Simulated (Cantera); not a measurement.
Feed: 1 mol Pb, 0.073 mol CO, 6 mol H2, held at 33000 Pa.

Method: chemical equilibrium by Gibbs-energy minimisation in Cantera with the NASA 1993 tables (ideal gas, pure condensed phases). Candidate condensed phases: C, C6H6, C7H8, C8H18, H2O, Pb, PbO, PbO2, Pb3O4; 113 gas species. The numbers say what is thermodynamically allowed, not how fast it happens. All values below are at 1100 K.

Base state: H2 0.986, CO 0.0102, CH4 0.00186, H2O 0.00184, Pb 0.000367, CO2 1.87e-5 (mole fractions); condensed: Pb(l).

Question: What changes in the equilibrium state with this change: pressure from 33000 Pa to 13300 Pa?

Answer: 
```tsv
species	before	after
H2	0.986	0.986
CO	0.0102	0.0112
Pb	0.000367	0.000909
CH4	0.00186	0.000789
H2O	0.00184	0.000780
CO2	1.87e-5	8.76e-6
Pb(l), mol	0.998	0.994
```
